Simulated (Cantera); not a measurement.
A closed system holds: 1 mol TiO2, 2.1 mol H2, equilibrated at 16.0 mbar.

Equilibrium computed with Cantera from the NASA thermochemical tables; the gas is ideal and each condensed phase is pure. Candidate condensed phases: H2O, Ti, TiO, TiO2, Ti2O3, Ti3O5, Ti4O7; 12 gas species. Mutual solubility and eutectic melting of coexisting phases are not modelled. Condensed phases not in the tables: Magnéli phases beyond Ti4O7. Kinetics and transport are ignored. All values below are at 1577 °C.

Base state: H2 0.878, H2O 0.118, H 0.00399, OH 3.95e-5 (mole fractions); condensed: TiO2(rutile) + Ti4O7(s).

Task: What changes in the equilibrium state with this change: pressure from 16.0 mbar to 2.30 mbar?

Result: 
| species | before | after |
|---|---|---|
| H2 | 0.878 | 0.873 |
| H2O | 0.118 | 0.117 |
| H | 0.00399 | 0.0105 |
| OH | 3.95e-5 | 0.000104 |
| TiO2(rutile), mol | 0.0103 | 0.0130 |
| Ti4O7(s), mol | 0.247 | 0.247 |
